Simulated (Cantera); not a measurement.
Input: 1 mol SiH4, 4.6 mol H2O, held at 1.00 bar.

Cantera equilibrium calculation (NASA polynomials, part measured and part estimated; ideal gas, pure solids and liquids). Candidate condensed phases: H2O, Si, SiO2; 18 gas species. The tables hold silica as quartz up to 1696 K and as liquid above; real silica turns to tridymite and cristobalite and melts near 1996 K. Gases not in the tables: Si(OH)4. Kinetics and transport are ignored.

log p: log10 of the partial pressure in bar; n: condensed amount in mol.

```csv
T (K),log p H2,log p H2O,log p H,log p OH,n SiO2(α-quartz),n SiO2(β-quartz),n SiO2(condensed)
725,-0.22,-0.40,<-12,<-12,1.00,0,0
825,-0.22,-0.40,-11.21,<-12,1.00,0,0
925,-0.22,-0.40,-9.69,<-12,0,1.00,0
1025,-0.22,-0.40,-8.47,[?],0,1.00,0
1125,-0.22,-0.40,-7.46,[?],0,1.00,0
1225,-0.22,-0.40,-6.62,[?],0,1.00,0
1325,-0.22,-0.40,-5.90,[?],0,1.00,0
1425,-0.22,-0.40,-5.27,[?],0,1.00,0
1525,-0.22,-0.40,-4.73,[?],0,1.00,0
1625,-0.22,-0.40,-4.26,[?],0,1.00,0
1725,-0.22,-0.40,-3.84,[?],0,0,1.000
1825,-0.22,-0.40,-3.46,[?],0,0,1.000
1925,-0.22,-0.40,-3.13,[?],0,0,1.000
```

Question: Some entries are withheld; supply them.

Answer: 
- 1025, log p OH: -11.23
- 1125, log p OH: -9.93
- 1225, log p OH: -8.84
- 1325, log p OH: -7.92
- 1425, log p OH: -7.12
- 1525, log p OH: -6.43
- 1625, log p OH: -5.82
- 1725, log p OH: -5.29
- 1825, log p OH: -4.81
- 1925, log p OH: -4.38
